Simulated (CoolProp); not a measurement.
Saturation properties of chlorine (Tc = 416.9 K, pc = 7.642 MPa, ω = 0.070).

Model: reference Helmholtz-energy equation of state, Thol 2021, in CoolProp.

```json
[
 {"T (K)": "302.9", "p (MPa)": "0.8805", "liquid density (kg/m³)": "1378", "vapour density (kg/m³)": "28.06", "enthalpy of vaporisation (kJ/kg)": "244.1", "liquid cp (kJ/(kg K))": "1.001"},
 {"T (K)": "309", "p (MPa)": "1.030", "liquid density (kg/m³)": "1358", "vapour density (kg/m³)": "32.65", "enthalpy of vaporisation (kJ/kg)": "239.1", "liquid cp (kJ/(kg K))": "1.012"},
 {"T (K)": "315", "p (MPa)": "1.194", "liquid density (kg/m³)": "1339", "vapour density (kg/m³)": "37.70", "enthalpy of vaporisation (kJ/kg)": "233.9", "liquid cp (kJ/(kg K))": "1.024"},
 {"T (K)": "321", "p (MPa)": "1.376", "liquid density (kg/m³)": "1319", "vapour density (kg/m³)": "43.36", "enthalpy of vaporisation (kJ/kg)": "228.5", "liquid cp (kJ/(kg K))": "1.039"},
 {"T (K)": "327", "p (MPa)": "1.577", "liquid density (kg/m³)": "1298", "vapour density (kg/m³)": "49.67", "enthalpy of vaporisation (kJ/kg)": "222.8", "liquid cp (kJ/(kg K))": "1.054"},
 {"T (K)": "333.1", "p (MPa)": "1.802", "liquid density (kg/m³)": "1276", "vapour density (kg/m³)": "56.83", "enthalpy of vaporisation (kJ/kg)": "216.7", "liquid cp (kJ/(kg K))": "1.073"},
 {"T (K)": "339.1", "p (MPa)": "2.045", "liquid density (kg/m³)": "1254", "vapour density (kg/m³)": "64.69", "enthalpy of vaporisation (kJ/kg)": "210.4", "liquid cp (kJ/(kg K))": "1.094"},
 {"T (K)": "345.1", "p (MPa)": "2.311", "liquid density (kg/m³)": "1231", "vapour density (kg/m³)": "73.45", "enthalpy of vaporisation (kJ/kg)": "203.8", "liquid cp (kJ/(kg K))": "1.117"},
 {"T (K)": "351.1", "p (MPa)": "2.599", "liquid density (kg/m³)": "1208", "vapour density (kg/m³)": "83.22", "enthalpy of vaporisation (kJ/kg)": "196.8", "liquid cp (kJ/(kg K))": "1.145"},
 {"T (K)": "357.2", "p (MPa)": "2.918", "liquid density (kg/m³)": "1182", "vapour density (kg/m³)": "94.33", "enthalpy of vaporisation (kJ/kg)": "189.3", "liquid cp (kJ/(kg K))": "1.179"},
 {"T (K)": "363.2", "p (MPa)": "3.257", "liquid density (kg/m³)": "1156", "vapour density (kg/m³)": "106.6", "enthalpy of vaporisation (kJ/kg)": "181.5", "liquid cp (kJ/(kg K))": "1.219"}
]
```

It boils at 239.2 K under 1 atm.
